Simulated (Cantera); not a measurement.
A closed system holds: 1 mol CaF₂, 8.4 mol O₂, 13 mol N₂, equilibrated at 1523.15 K and 61.0 mbar.

Cantera equilibrium calculation (NASA polynomials, part measured and part estimated; ideal gas, pure solids and liquids). Candidate condensed phases: Ca, CaF₂, CaO; 22 gas species. Equilibrium is a limit: real reactors are often held back by kinetics, nucleation or transport.

Base state: N₂ 0.607, O₂ 0.392, NO 0.00164, CaF₂ 5.80e-5, O 1.40e-5 (mole fractions); condensed: CaF₂(s).

What changes in the equilibrium state with this change: pressure from 61.0 mbar to 0.590 Pa?


```
species        before     after
------------  -------  --------
N₂              0.607     0.579
O₂              0.392     0.373
CaF₂          5.80e-5    0.0446
F             5.45e-8   1.50e-5
O             1.40e-5   0.00139
NO            0.00164   0.00156
CaF₂(s), mol    0.999         0
CaO(s), mol         0  0.000133
```
